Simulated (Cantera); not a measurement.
A closed system holds: 1 mol Zr, 17 mol NH3, held at 2450 K and 0.00113 Torr.

Equilibrium computed with Cantera from the NASA thermochemical tables; the gas is ideal and each condensed phase is pure. Candidate condensed phases: Zr, ZrN; 11 gas species. Equilibrium is a limit: real reactors are often held back by kinetics, nucleation or transport.

Base state: H 0.840, N2 0.141, Zr 0.0166, H2 0.00262, N 5.58e-5 (mole fractions); condensed: gas only.

### Question
What changes in the equilibrium state with this change: pressure from 0.00113 Torr to 2630 Torr?

### Answer
| species | before | after |
|---|---|---|
| H2 | 0.00262 | 0.753 |
| N2 | 0.141 | 0.238 |
| H | 0.840 | 0.00932 |
| Zr | 0.0166 | <1e-9 |
| NH3 | <1e-9 | 1.22e-5 |
| N | 5.58e-5 | 4.75e-8 |
| ZrN(s), mol | 0 | 1.00 |
ZrN: taken at fixed stoichiometry.
